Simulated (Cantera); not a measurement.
## Thermodynamics of calcination and drying, feed MgSO4 + H2 + O2

Input: 1 mol MgSO4, 5.6 mol H2, 3.9 mol O2, at 525 K and 1.00 bar.

Method: chemical equilibrium by Gibbs-energy minimisation in Cantera with the NASA 1993 tables (ideal gas, pure condensed phases). Candidate condensed phases: H2O, H2SO4, Mg, MgO, Mg(OH)2, MgS, MgSO4, S; 26 gas species. Kinetics and transport are ignored.

The x(H2O) is 0.836, the x(O2) is 0.164 and the n(MgSO4(s)) is 1.00 mol. The gas amount comes out as 6.700 mol and the log10 activity of H2SO4(l) (absent) is -15.68. The log10 activity of S(l) (absent) is -52.17. The log10 activity of Mg(s) (absent) is -53.94.
